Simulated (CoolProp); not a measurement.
Model: reference Helmholtz-energy equation of state, Thol 2016, in CoolProp.

For hexamethyldisiloxane (MM), give the phase and the density (kg/m³), cp (kJ/(kg K)), cv (kJ/(kg K)), isothermal compressibility (1/MPa) at 620 K and 6.03 bar.


- 620 K and 6.03 bar: gas; density 20.2, cp 2.30, cv 2.22, isothermal compressibility 1.76
